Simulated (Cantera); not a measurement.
# Reactions in the system C-Cl-Ti

Standard-state values (1 bar) from the NASA 1993 polynomials, evaluated with Cantera. Values are per mole of reaction as written; species without (g) are pure solids or liquids, kept so even where they would boil at 1 bar.

3 C + 4 TiCl₃(g) → 3 CCl₄(g) + 4 Ti

| T (K) | ΔH° (kJ) | ΔS° (J/K) | ΔG° (kJ) | log10 K |
|---|---|---|---|---|
| 423 | 1873.9 | -220.3 | 1967.1 | -242.91 |
| 448 | 1874.7 | -218.6 | 1972.6 | -229.99 |
| 473 | 1875.4 | -217.0 | 1978.0 | -218.44 |
| 498 | 1876.1 | -215.5 | 1983.4 | -208.04 |
| 523 | 1876.8 | -214.1 | 1988.8 | -198.63 |

TiCl₄ → TiCl₃ + Cl(g)

```json
[
 {"T (K)": "423", "ΔH° (kJ)": "200.6", "ΔS° (J/K)": "43.7", "ΔG° (kJ)": "182.1", "log10 K": "-22.49"},
 {"T (K)": "448", "ΔH° (kJ)": "200.0", "ΔS° (J/K)": "42.3", "ΔG° (kJ)": "181.0", "log10 K": "-21.11"},
 {"T (K)": "473", "ΔH° (kJ)": "199.4", "ΔS° (J/K)": "40.9", "ΔG° (kJ)": "180.0", "log10 K": "-19.88"},
 {"T (K)": "498", "ΔH° (kJ)": "198.8", "ΔS° (J/K)": "39.7", "ΔG° (kJ)": "179.0", "log10 K": "-18.77"},
 {"T (K)": "523", "ΔH° (kJ)": "198.2", "ΔS° (J/K)": "38.6", "ΔG° (kJ)": "178.0", "log10 K": "-17.78"}
]
```
